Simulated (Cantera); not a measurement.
Charge: 1 mol SiH₄, 1.5 mol H₂O, 0.43 mol H₂, held at 852 °C and 1330 Pa.

Equilibrium computed with Cantera from the NASA thermochemical tables; the gas is ideal and each condensed phase is pure. Candidate condensed phases: H₂O, Si, SiO₂; 18 gas species. Mutual solubility and eutectic melting of coexisting phases are not modelled. Rates play no part.

What is the equilibrium state?


| Item | Value |
|---|---|
| x(H₂) | 1.000 |
| x(SiO) | 4.01e-6 |
| n(Si(s)) | 0.250 mol |
| n(SiO₂(β-quartz)) | 0.750 mol |
| gas amount | 3.930 mol |
